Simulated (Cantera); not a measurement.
Input: 1 mol HgO, 20 mol N2, equilibrated at 2900 Pa.

These are equilibrium values from Cantera (NASA tables, ideal gas, pure condensed phases), not measurements of a reactor. Candidate condensed phases: Hg, HgO; 10 gas species. Kinetics and transport are ignored.

**Question.** Which condensed phases are stable at each of these points (T (K)): 500, 600, 700, 800, 900, 1000, 1100, 1200?

**Answer.** 
```json
[
 {"T (K)": "500", "condensed phases": "HgO(s)", "Hg condensed (%)": "66.4"},
 {"T (K)": "600", "condensed phases": "gas only", "Hg condensed (%)": "0.0"},
 {"T (K)": "700", "condensed phases": "gas only", "Hg condensed (%)": "0.0"},
 {"T (K)": "800", "condensed phases": "gas only", "Hg condensed (%)": "0.0"},
 {"T (K)": "900", "condensed phases": "gas only", "Hg condensed (%)": "0.0"},
 {"T (K)": "1000", "condensed phases": "gas only", "Hg condensed (%)": "0.0"},
 {"T (K)": "1100", "condensed phases": "gas only", "Hg condensed (%)": "0.0"},
 {"T (K)": "1200", "condensed phases": "gas only", "Hg condensed (%)": "0.0"}
]
```

At 500 K the condensed part is HgO(s). From 600 K to 1200 K nothing is condensed.
